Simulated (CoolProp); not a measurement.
Properties of cyclohexane along the isobar 0.464 MPa (Tc = 553.6 K, pc = 4.081 MPa, ω = 0.209).

Computed with CoolProp (reference Helmholtz-energy equation of state, Zhou 2014).

| T (K) | phase | cp (kJ/(kg K)) | isothermal compressibility (1/MPa) |
|---|---|---|---|
| 293.7 | liquid | 1.838 | 0.001082 |
| 318.8 | liquid | 1.956 | 0.001340 |
| 343.9 | liquid | 2.077 | [?] |
| 369 | liquid | 2.203 | 0.002164 |
| 394.1 | liquid | 2.337 | 0.002851 |
| 419.2 | gas | 1.983 | 2.442 |
| 444.3 | gas | [?] | 2.374 |
| 469.4 | gas | 2.183 | 2.328 |
| 494.5 | gas | 2.286 | 2.295 |
| 519.6 | gas | 2.388 | 2.271 |
| 544.7 | gas | 2.488 | [?] |
| 569.8 | gas | 2.585 | 2.238 |
| 594.9 | gas | 2.680 | [?] |
| 620 | gas | 2.771 | [?] |

### Question
Some entries are withheld; supply them.

### Answer

- 343.9, isothermal compressibility (1/MPa): 0.001686
- 444.3, cp (kJ/(kg K)): 2.081
- 544.7, isothermal compressibility (1/MPa): 2.252
- 594.9, isothermal compressibility (1/MPa): 2.226
- 620, isothermal compressibility (1/MPa): 2.217
